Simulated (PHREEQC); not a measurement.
# Brackish or sea water: speciation

Model water analysis in mmol/kgw, 25 °C, pH 7.2, pe 9.5: Na 201; K 2.07; Ca 1.39; Mg 5.83; Cl 208; S(6) 4.41; Alkalinity (meq/kgw) 0.0138; F 0.3; Ni 0.0319.

Valence states are taken as typed.

All values are PHREEQC results (ion-association model, wateq4f.dat), not measurements.

```
Quantity                     Result
--------------------  -------------
ionic strength        0.226 mol/kgw
activity of water             0.993
charge-balance error          0.1 %
```

```tsv
species	molality	activity	log γ
Cl-	0.208	0.146	-0.153
Na+	0.200	0.148	-0.132
Mg+2	0.00545	0.00182	-0.476
SO4-2	0.00311	0.000869	-0.553
K+	0.00206	0.00145	-0.153
Ca+2	0.00132	0.000411	-0.507
NaSO4-	0.000870	0.000643	-0.131
MgSO4	0.000352	0.000371	0.023
F-	0.000255	0.000178	-0.157
CaSO4	6.77e-5	7.13e-5	0.023
MgF+	2.97e-5	2.14e-5	-0.142
```

Precipitation was switched off in this run.
